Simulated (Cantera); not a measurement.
An adiabatic, constant-volume homogeneous reactor starts with H₂ : O₂ : N₂ = 1 : 0.227 : 0.855 (molar parts), at 1500 K and 1.00 atm.

Detailed kinetics in Cantera: GRI-Mech 3.0 (53 species, 325 reactions).

One state of this run: T (K) = 2908; P (bar) = 1.81; x H₂ = 0.269; x O₂ = 0.000447; x NO = 0.000270; x H₂O = 0.222; x H = 0.0483; x H₂O₂ = 9.54e-8; x N₂O = 6.08e-8. x: mole fraction; the columns are a selection and need not sum to one.

Question: Which value of t (s) does it belong to?
(A) 0.000132
(B) 1.00e-5
(C) 2.36e-5
(D) 0.127

Answer: A, 0.000132
